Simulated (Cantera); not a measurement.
A diamond (100) surface in a fixed gas of H2 with x(CH4) = 0.0063, x(H) = 0.00047, x(CH3) = 0.0018, 22000 Pa; coverages are run to steady state.

Cantera simulation using the Harris–Goodwin 1993 mechanism for the reconstructed diamond (100) surface; the numbers are that mechanism's predictions, not measurements.

θ: site fractions in the mechanism's names (c6HH fully hydrogenated, c6H* and c6*H radical sites, c6** diradical, c6HM methylated).

```tsv
T (K)	growth (µm/h)	θ c6HH	θ c6H*	θ c6*H	θ c6**	θ c6HM
950	35.1	0.184	0.00370	0.0878	0.000855	0.555
1000	(withheld)	(withheld)	(withheld)	(withheld)	(withheld)	(withheld)
1050	61.8	0.242	0.00882	0.158	0.00240	0.409
1100	66.8	0.300	0.0142	0.225	0.00410	0.300
1150	57.7	0.372	0.0221	0.313	0.00665	0.175
1200	41.4	0.426	0.0303	0.388	0.00938	0.0801
1250	29.4	0.450	0.0369	0.430	0.0116	0.0317
1300	23.4	0.460	0.0418	0.447	0.0132	0.0119
1350	20.0	0.466	0.0456	0.450	0.0146	0.00451
1400	(withheld)	0.474	0.0487	0.446	(withheld)	(withheld)
```

Task: What belongs in the gaps?

Result: 
- 1000, growth (µm/h): 48.8
- 1000, θ c6HH: 0.207
- 1000, θ c6H*: 0.00568
- 1000, θ c6*H: 0.116
- 1000, θ c6**: 0.00144
- 1000, θ c6HM: 0.490
- 1400, growth (µm/h): 15.8
- 1400, θ c6**: 0.0159
- 1400, θ c6HM: 0.00173
